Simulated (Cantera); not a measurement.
An adiabatic, constant-volume homogeneous reactor starts with 8.11 % CH4, 19.3 % O2, 72.6 % N2, at 1675 K and 10.0 bar.

Detailed kinetics in Cantera: GRI-Mech 3.0 (53 species, 325 reactions). Above 3000 K some thermodynamic fits are extrapolated.

Question: Predict: time of steepest temperature rise; temperature at 1.00 s; equilibrium temperature; x(O2) at 1.00 s; x(OH) at 1.00 s; x(NO) at 1.00 s; x(HCN) at 1.00 s; x(H2O) at 1.00 s.

Answer: 
```json
{
 "time_of_steepest_temperature_rise": "36.6 µs",
 "temperature at 1.00 s": "3088 K",
 "equilibrium_temperature": "3088 K",
 "x(O2) at 1.00 s": "0.0321 (gas-phase equilibrium 0.0321)",
 "x(OH) at 1.00 s": "0.0221 (gas-phase equilibrium 0.0221)",
 "x(NO) at 1.00 s": "0.0195 (gas-phase equilibrium 0.0195)",
 "x(HCN) at 1.00 s": "7.34e-9 (gas-phase equilibrium 7.34e-9)",
 "x(H2O) at 1.00 s": "0.133 (gas-phase equilibrium 0.133)"
}
```
